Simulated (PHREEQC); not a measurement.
# Spent oxide etchant

Dissolve 0.01 mol HF, 0.0043 mol (NH4)2SiF6, 0.13 mol H3PO4 and 0.1 mol HCl per kg of water at 25 °C. Closed to the air; pH follows from the charge balance.

The numbers come from PHREEQC with the ion-association model, wateq4f.dat.

This is a speciation only: nothing precipitates in the calculation.

Q: Estimate the pH.

A: pH 1.04.

Q: In which forms is Si present?

A: SiF6-2 98 %, H4SiO4 1.9 % of the Si.

H3PO4, which wateq4f.dat lacks, is added to it with the constant of phreeqc.dat. SiF6-2 is the database's only silicon fluoride.
